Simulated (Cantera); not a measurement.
A perfectly stirred reactor is fed with CO : O₂ : H₂O : N₂ = 0.0021 : 0.012 : 0.00085 : 1 (molar parts), equivalence ratio 0.087, at 1.00 bar; it is held at 950 K, and followed from long to short residence time.

Cantera simulation using GRI-Mech 3.0 (53 species, 325 reactions); the numbers are that mechanism's predictions, not measurements.

Task: What does this change do: pressure from 1.00 bar to 0.210 bar?

Result: 
| quantity | before | after |
|---|---|---|
| x(CO) at τ = 1.40 s | 0.00202 | 0.00104 |
| x(O₂) at τ = 1.40 s | 0.0118 | 0.0113 |
| x(H₂O) at τ = 1.40 s | 0.000837 | 0.000834 |
| x(O) at τ = 1.40 s | 5.58e-8 | 1.15e-5 |
| x(CO₂) at τ = 1.40 s | 5.15e-5 | 0.00103 |
| x(CO) at τ = 9.00 ms | 0.00207 | 0.00207 |
| x(O₂) at τ = 9.00 ms | 0.0118 | 0.0118 |
| x(H₂O) at τ = 9.00 ms | 0.000837 | 0.000837 |
| x(O) at τ = 9.00 ms | 5.45e-11 | 1.56e-11 |
| x(CO₂) at τ = 9.00 ms | 1.18e-10 | 1.75e-11 |
